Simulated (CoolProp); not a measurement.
C2F6 (R116) at 293.15 K and 0.11 MPa is throttled through a valve to 0.0362 MPa with no heat exchange. Each further row changes one setting.

Computed with CoolProp (reference Helmholtz-energy equation of state, Lemmon 2006). It is a short technical equation, of lower accuracy than the large ones.

```json
[
 {"case": "as stated", "temperature change (K)": "-0.6", "final density (kg/m³)": "…"},
 {"case": "outlet pressure 0.0109 MPa", "temperature change (K)": "…", "final density (kg/m³)": "0.620"},
 {"case": "outlet pressure 0.0471 MPa", "temperature change (K)": "…", "final density (kg/m³)": "2.69"}
]
```

**Question.** What belongs in the gaps?

**Answer.** 
- as stated, final density (kg/m³): 2.06
- outlet pressure 0.0109 MPa, temperature change (K): -0.9
- outlet pressure 0.0471 MPa, temperature change (K): -0.5
